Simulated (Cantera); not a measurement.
Charge: 1 mol C2F6, 0.82 mol CH4, 0.07 mol H2, held at 1650 K and 1.00 bar.

Cantera equilibrium calculation (NASA polynomials, part measured and part estimated; ideal gas, pure solids and liquids). Candidate condensed phases: C, C6H6, C7H8, C8H18; 95 gas species. The feed counts by its element totals alone. Gases not in the tables: C2F6 and larger saturated fluorocarbons. The numbers say what is thermodynamically allowed, not how fast it happens.

Q: What is the equilibrium state?

A: 
| Quantity | Result |
|---|---|
| x(HF) | 0.841 |
| x(CF4) | 0.159 |
| x(CF2) | 0.000130 |
| x(CF3) | 4.11e-5 |
| x(CHF3) | 2.03e-5 |
| x(F) | 1.25e-5 |
| x(H2F2) | 7.52e-6 |
| n(C(graphite)) | 2.17 mol |
| gas amount | 4.065 mol |
